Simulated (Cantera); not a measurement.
SiH4 + HCl + H2 (silicon epitaxy and polysilicon growth)

A closed system holds: 1 mol SiH4, 0.83 mol HCl, 11 mol H2, held at 13000 Pa.

Method: chemical equilibrium by Gibbs-energy minimisation in Cantera with the NASA 1993 tables (ideal gas, pure condensed phases). Candidate condensed phases: Si; 19 gas species. The tables' values for SiCl3 are old estimates; treat these amounts as uncertain. Kinetics and transport are ignored.

From 625 °C to 1175 °C the condensed part is Si(s). The main Si-bearing gas is SiCl4 at 625 °C and SiCl2 at 1175 °C. The share of Si in condensed phases is highest at 1125 °C (90.1 %) and lowest at 625 °C (78.3 %).

```csv
T (°C),x H2,x HCl,x SiCl4,x SiCl2,x SiHCl3,x SiCl3,x SiH2Cl2,x H,n Si(s)
625,0.980,0.00420,0.00938,2.44e-5,0.00609,6.87e-5,0.000374,3.00e-10,0.783
675,0.978,0.00683,0.00889,7.26e-5,0.00573,0.000138,0.000374,1.44e-9,0.793
725,0.975,0.0105,0.00817,0.000190,0.00528,0.000251,0.000367,5.89e-9,0.805
775,0.972,0.0151,0.00717,0.000440,0.00470,0.000415,0.000351,2.11e-8,0.821
825,0.967,0.0208,0.00589,0.000906,0.00399,0.000616,0.000324,6.75e-8,0.839
875,0.963,0.0270,0.00443,0.00166,0.00317,0.000815,0.000285,1.95e-7,0.858
925,0.958,0.0330,0.00295,0.00268,0.00230,0.000945,0.000235,5.16e-7,0.875
975,0.954,0.0380,0.00171,0.00381,0.00151,0.000950,0.000181,1.26e-6,0.888
1025,0.951,0.0415,0.000868,0.00483,0.000897,0.000838,0.000131,2.90e-6,0.896
1075,0.949,0.0436,0.000404,0.00561,0.000500,0.000672,9.01e-5,6.25e-6,0.899
1125,0.948,0.0445,0.000182,0.00616,0.000272,0.000513,6.12e-5,1.28e-5,0.901
1175,0.948,0.0449,8.28e-5,0.00655,0.000149,0.000384,4.17e-5,2.49e-5,0.900
```
x: gas mole fraction; n: condensed amount in mol.
